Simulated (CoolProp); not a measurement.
n-perfluorohexane along the isotherm 97.25 °C: density (kg/m³) from the reference equation and from simpler models built on Tc = 174.9 °C, pc = 17.42 bar, ω = 0.497; each cubic takes its own stable root.

The numbers come from the reference Helmholtz-energy equation of state, Gao 2022 in CoolProp.

```tsv
p (bar)	phase	reference	van der Waals	Redlich-Kwong	Soave-Redlich-Kwong
5.81	liquid	1440	?	1104	1215
11.6	liquid	1448	806.6	?	1229
17.4	liquid	1454	829.8	1149	1242
23.2	liquid	1461	848.4	1168	1255
29	liquid	1467	864.0	1185	?
34.8	liquid	1473	877.6	1200	1276
40.6	liquid	1478	889.5	1214	1286
46.4	liquid	1484	900.3	1227	1295
52.2	liquid	1489	910.0	1239	1304
58.1	liquid	?	?	1250	1313
63.9	liquid	1499	927.2	1261	1321
69.7	liquid	1503	934.8	1271	1328
75.5	liquid	1508	941.9	1280	1335
81.3	liquid	1512	948.6	1289	?
87.1	liquid	1517	954.8	1298	1349
```

Task: Fill in the missing entries.

Result: 
- 5.81, van der Waals: 78.46
- 11.6, Redlich-Kwong: 1128
- 29, Soave-Redlich-Kwong: 1266
- 58.1, reference: 1494
- 58.1, van der Waals: 919.0
- 81.3, Soave-Redlich-Kwong: 1342

At some of these states van der Waals gives the other phase, because its saturation line lies elsewhere.
